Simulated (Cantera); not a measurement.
A perfectly stirred reactor is fed with CH₃OH : O₂ : N₂ = 1 : 1.25 : 4.7 (molar parts), equivalence ratio 1.2, at 0.365 atm; it is adiabatic with a 650 K inlet, and is followed from long to short residence time, starting on the burning branch (τ in s: 0.027, 0.015, 0.0083, 0.0046, 0.0025, 0.0014, 0.00076, 0.00042, 0.00023, 0.00013, 6.9e-05, 3.8e-05, 2.1e-05).

Cantera simulation using GRI-Mech 3.0 (53 species, 325 reactions); the numbers are that mechanism's predictions, not measurements. GRI-Mech 3.0 was tuned for natural gas; its chemistry of methanol as a main component is partial and can be far from experiment.

Question: What does this change do: O2 1.25 to 1.7 parts?

Answer: 
```tsv
quantity	before	after
blow-out, bracketed by the residence times tried	burning at 0.130 ms, out at 69.0 µs	burning at 69.0 µs, out at 38.0 µs
x(CH₃OH) at τ = 27.0 ms	2.81e-6	2.13e-6
x(O₂) at τ = 27.0 ms	0.00524	0.0361
x(H) at τ = 27.0 ms	0.00676	0.00363
x(NO) at τ = 27.0 ms	0.000526	0.00257
x(HO₂) at τ = 27.0 ms	7.95e-7	3.51e-6
x(CH₃OH) at τ = 0.760 ms	5.49e-5	4.44e-5
x(O₂) at τ = 0.760 ms	0.0136	0.0473
x(H) at τ = 0.760 ms	0.0172	0.0127
x(NO) at τ = 0.760 ms	5.50e-5	6.05e-5
x(HO₂) at τ = 0.760 ms	4.20e-6	9.94e-6
```
